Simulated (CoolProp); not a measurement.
Vapour-liquid equilibrium of dimethyl ether (1) + isobutane (2) at 190.6 K; x and y are mole fractions of (1).

The numbers come from the multi-fluid Helmholtz-energy mixture model, Wu 2011 and Bücker 2006; pair parameters Bell 2016 in CoolProp.

| x | bubble pressure, mixture model (MPa) | bubble pressure, Raoult's law (MPa) | y, mixture model | y, Raoult's law |
|---|---|---|---|---|
| 0.05 | 0.002151 | 0.001923 | 0.181 | 0.086 |
| 0.15 | 0.002604 | 0.002067 | 0.383 | 0.239 |
| 0.25 | 0.002911 | 0.002211 | 0.495 | 0.372 |
| 0.35 | 0.003120 | 0.002355 | 0.568 | 0.489 |
| 0.45 | 0.003263 | 0.002499 | 0.623 | 0.593 |
| 0.55 | 0.003361 | 0.002643 | 0.669 | 0.685 |
| 0.65 | 0.003427 | 0.002787 | 0.714 | 0.768 |
| 0.75 | 0.003462 | 0.002931 | 0.765 | 0.842 |
| 0.85 | 0.003454 | 0.003075 | 0.831 | 0.910 |
| 0.95 | 0.003375 | 0.003219 | 0.929 | 0.971 |

The largest gap from Raoult's law is +32.5 % in bubble pressure, at x = 0.35. y crosses x between x = 0.75 and 0.85: the model has an azeotrope there.

The pair parameters rest on a limited set of measurements; away from them the model extrapolates.
